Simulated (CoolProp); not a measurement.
Vapour-liquid equilibrium of toluene (1) + n-nonane (2) at 140.35 °C; x and y are mole fractions of (1).

Computed with CoolProp (multi-fluid Helmholtz-energy mixture model, Lemmon 2006 and Lemmon 2006; pair parameters Bell 2016).

| x | bubble pressure, mixture model (bar) | bubble pressure, Raoult's law (bar) | y, mixture model | y, Raoult's law |
|---|---|---|---|---|
| 0.05 | 0.8569 | 0.8345 | 0.149 | 0.132 |
| 0.125 | 0.9949 | 0.9423 | 0.318 | 0.292 |
| 0.2 | 1.127 | 1.050 | 0.443 | 0.419 |
| 0.275 | 1.253 | 1.158 | 0.540 | 0.522 |
| 0.35 | 1.371 | 1.266 | 0.617 | 0.608 |
| 0.425 | 1.483 | 1.373 | 0.680 | 0.681 |
| 0.5 | 1.589 | 1.481 | 0.734 | 0.743 |
| 0.575 | 1.689 | 1.589 | 0.781 | 0.796 |
| 0.65 | 1.784 | 1.697 | 0.823 | 0.843 |
| 0.725 | 1.876 | 1.804 | 0.863 | 0.884 |
| 0.8 | 1.966 | 1.912 | 0.901 | 0.920 |
| 0.875 | 2.054 | 2.020 | 0.937 | 0.953 |
| 0.95 | 2.141 | 2.128 | 0.975 | 0.982 |

The largest gap from Raoult's law is +8.3 % in bubble pressure, at x = 0.35. No azeotrope shows between x = 0.05 and 0.95.

Pair parameters are fitted to limited data, so mixtures are less certain than the pure fluids.
